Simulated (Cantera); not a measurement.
An isothermal, constant-pressure homogeneous reactor starts with 4.93 % H2, 86.4 % O2, 8.64 % N2, equivalence ratio 0.029, at 1100 K and 20.0 Torr.

Model: the H2/O2 subset of GRI-Mech 3.0, which has no nitrogen chemistry, integrated in Cantera. Radical loss at walls, strong at low pressure, is not modelled. The temperature is held fixed by assumption; the heat of reaction is taken as removed at once.

One state of this run: x H2 = 2.03e-7; x O2 = 0.861; x H2O = 0.0505; x OH = 3.50e-5; x H = 2.83e-8; x H2O2 = 1.28e-8. x: mole fraction; the columns are a selection and need not sum to one.

**Question.** Which value of t (s) does it belong to?
A. 15.1
B. 0.816
C. 0.000900
D. 0.0167

**Answer.** B, 0.816
